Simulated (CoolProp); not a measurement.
Vapour-liquid equilibrium of ethylene (1) + propylene (2) at 252.9 K; x and y are mole fractions of (1).

Values from CoolProp's multi-fluid Helmholtz-energy mixture model, Smukala 2000 and Lemmon 2013; pair parameters Bell 2016.

| x | bubble pressure (kPa) | y at the bubble point | dew pressure at overall composition x (kPa) | liquid density (mol/L) |
|---|---|---|---|---|
| 0.05 | 400.9 | 0.263 | 317.8 | 13.77 |
| 0.125 | 550.2 | 0.486 | 343.0 | 13.94 |
| 0.2 | 701.8 | 0.616 | 372.3 | 14.10 |
| 0.275 | 854.8 | 0.702 | 407.1 | 14.26 |
| 0.35 | 1009 | 0.764 | 448.8 | 14.41 |
| 0.425 | 1164 | 0.810 | 499.9 | 14.55 |
| 0.5 | 1321 | 0.846 | 563.7 | 14.67 |
| 0.575 | 1480 | 0.876 | 645.8 | 14.79 |
| 0.65 | 1643 | 0.902 | 754.9 | 14.88 |
| 0.725 | 1810 | 0.925 | 906.3 | 14.94 |
| 0.8 | 1984 | 0.946 | 1128 | 14.97 |
| 0.875 | 2169 | 0.966 | 1472 | 14.96 |
| 0.95 | 2368 | 0.986 | 2020 | 14.87 |

No azeotrope shows between x = 0.05 and 0.95.

The pair parameters rest on a limited set of measurements; away from them the model extrapolates.
